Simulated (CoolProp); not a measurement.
A single-stage vapour-compression cycle with C3F8 (R218): evaporating at 210.15 K (dew point), condensing at 267.15 K (bubble point), superheat 10 K, subcooling 0 K, compressor efficiency 0.7, no pressure losses. Each further row changes one setting.

Model: reference Helmholtz-energy equation of state, Lemmon 2006, in CoolProp. It is a short technical equation, of lower accuracy than the large ones.

| case | cooling COP | pressure ratio | discharge temperature (K) | refrigerating effect (kJ/kg) | volumetric capacity (kJ/m³) |
|---|---|---|---|---|---|
| as stated | 1.74 | 13.1 | 278.2 | 64.6 | 175 |
| evaporating temperature 215.15 K | ___ | ___ | 277.2 | 67.8 | 241 |
| condensing temperature 262.15 K | ___ | ___ | 274.0 | 69.9 | 189 |
| subcooling 5 K | 1.89 | 13.1 | 278.2 | 69.9 | 189 |
| superheat 20 K | 1.83 | 13.1 | 288.8 | 71.4 | 184 |
| compressor efficiency 0.6 | ___ | 13.1 | ___ | 64.6 | 175 |

Problem. Some entries are withheld; supply them.

Solution. 
- evaporating temperature 215.15 K, cooling COP: 2.05
- evaporating temperature 215.15 K, pressure ratio: 9.79
- condensing temperature 262.15 K, cooling COP: 2.02
- condensing temperature 262.15 K, pressure ratio: 11.0
- compressor efficiency 0.6, cooling COP: 1.50
- compressor efficiency 0.6, discharge temperature (K): 285.8
